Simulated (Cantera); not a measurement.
**Thermodynamics of carbon deposition, reforming and gasification, feed C3H8 + NH3 + H2**

Charge: 1 mol C3H8, 0.79 mol NH3, 1.6 mol H2.

These are equilibrium values from Cantera (NASA tables, ideal gas, pure condensed phases), not measurements of a reactor. Candidate condensed phases: C, C6H6, C7H8, C8H18; 92 gas species. The ideal-gas law is rough above about 30 bar. The numbers say what is thermodynamically allowed, not how fast it happens.

Stable condensed phases:

```
T in °C \ P in Pa
               10      100     1000    10000   100000  1000000 10000000
   1400         A        A        A        A        A        A        A
   1300         A        A        A        A        A        A        A
   1200         A        A        A        A        A        A        A
   1100         A        A        A        A        A        A        A
   1000         A        A        A        A        A        A        A
    900         A        A        A        A        A        A        A
    800         A        A        A        A        A        A        A
    700         A        A        A        A        A        A        A
    600         A        A        A        A        A        A        B
    500         A        A        A        A        A        B        B
    400         A        A        A        A        A        B        B
    300         A        A        A        B        B        B        B
```

A: C; B: gas only.
